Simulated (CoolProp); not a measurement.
R113 at 298.15 K and 0.0119 MPa is compressed adiabatically to 0.0344 MPa with isentropic efficiency 0.9. Each further row changes one setting.

The numbers come from the reference Helmholtz-energy equation of state, Marx 1992 in CoolProp.

```csv
case,work (kJ/kg),final temperature (K),final density (kg/m³)
as stated,16.0,322.9,?
efficiency 1,14.4,?,2.45
efficiency 0.65,22.2,?,2.36
```

Complete the blanks.


- as stated, final density (kg/m³): 2.43
- efficiency 1, final temperature (K): 320.6
- efficiency 0.65, final temperature (K): 332.0
